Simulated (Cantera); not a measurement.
Gas mixture: NO = 0.71 (molar parts), at 0.340 bar, frozen composition.

Cantera's kinetic-theory transport with the Lennard-Jones parameters of GRI-Mech 3.0, ideal gas; thermal conductivity in the multicomponent form. The composition is frozen, though it would react at the higher temperatures.

One state of this run: ρ (kg/m³) = 0.0744; cp (J/kg/K) = 1202; μ (µPa s) = 59.4; λ (mW/m/K) = 101; Pr = 0.706; D (cm²/s) CO2 = 8.79; D (cm²/s) OH = 16.5; D (cm²/s) NO = 2250. D: mixture-averaged diffusion coefficient of that species in the mixture.

Task: Which value of T (K) does it belong to?
A) 1650
B) 400
C) 1400
D) 900

Result: A, 1650
